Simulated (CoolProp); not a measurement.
Computed with CoolProp (reference Helmholtz-energy equation of state, de Reuck 1993).

Task: Give the vapour pressure (kPa), liquid density (kg/m³), vapour Z, liquid viscosity (µPa s) of saturated methanol at 425 K.

Result: 
```json
[
 {"T (K)": "425", "p (kPa)": "1460", "liquid density (kg/m³)": "643", "vapour Z": "0.788", "liquid viscosity (µPa s)": "135"}
]
```

Viscosity comes from a separate model (Xiang 2006).
